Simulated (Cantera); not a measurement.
## Equilibrium for boron, boron nitride and boron oxide: B2O3 + N2

Input: 1 mol B2O3, 24 mol N2, held at 0.00133 bar.

Cantera equilibrium calculation (NASA polynomials, part measured and part estimated; ideal gas, pure solids and liquids). Candidate condensed phases: B, BN, B2O3; 17 gas species. Rates play no part.

From 1300 °C to 1650 °C nothing is condensed. The main B-bearing gas is B2O3 throughout.

```
T (°C)   x N2  x B2O3      x BO     x BO2     x NO   x B2O2      x O
------  -----  ------  --------  --------  -------  -------  -------
1300    0.960  0.0400   2.60e-5   3.74e-5  3.49e-7  6.08e-6  2.41e-8
1350    0.960  0.0399   5.22e-5   6.77e-5  7.50e-7  8.61e-6  7.60e-8
1400    0.960  0.0399   9.97e-5  0.000119  1.56e-6  1.17e-5  2.27e-7
1450    0.960  0.0398  0.000182  0.000204  3.16e-6  1.55e-5  6.47e-7
1500    0.960  0.0396  0.000319  0.000341  6.20e-6  1.99e-5  1.75e-6
1550    0.959  0.0394  0.000541  0.000554  1.17e-5  2.51e-5  4.49e-6
1600    0.959  0.0391  0.000889  0.000875  2.15e-5  3.11e-5  1.10e-5
1650    0.959  0.0385   0.00142   0.00134  3.81e-5  3.81e-5  2.55e-5
```
x: gas mole fraction; nothing condenses.
